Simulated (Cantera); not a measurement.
Thermodynamics of abatement and gas-phase synthesis, feed H₂S + H₂O + N₂

Feed: 1 mol H₂S, 0.081 mol H₂O, 1.4 mol N₂, at 0.133 bar.

Equilibrium computed with Cantera from the NASA thermochemical tables; the gas is ideal and each condensed phase is pure. Candidate condensed phases: H₂O, H₂SO₄, S; 35 gas species. Rates play no part.

```csv
T (K),x N₂,x H₂,x S₂,x SH,x H₂O,x S,x H₂S,x H
2025,0.473,0.307,0.146,0.0160,0.0249,0.00391,0.0237,0.00292
2075,0.472,0.308,0.145,0.0178,0.0242,0.00533,0.0208,0.00405
2125,0.470,0.309,0.144,0.0195,0.0235,0.00714,0.0183,0.00553
2175,0.469,0.309,0.142,0.0214,0.0226,0.00941,0.0162,0.00743
2225,0.467,0.308,0.139,0.0232,0.0216,0.0122,0.0143,0.00984
2275,0.465,0.306,0.136,0.0250,0.0206,0.0157,0.0126,0.0129
2325,0.462,0.304,0.133,0.0267,0.0195,0.0198,0.0112,0.0166
2375,0.459,0.302,0.129,0.0283,0.0184,0.0248,0.00988,0.0212
```
x: gas mole fraction; nothing condenses.

From 2025 K to 2375 K nothing is condensed.
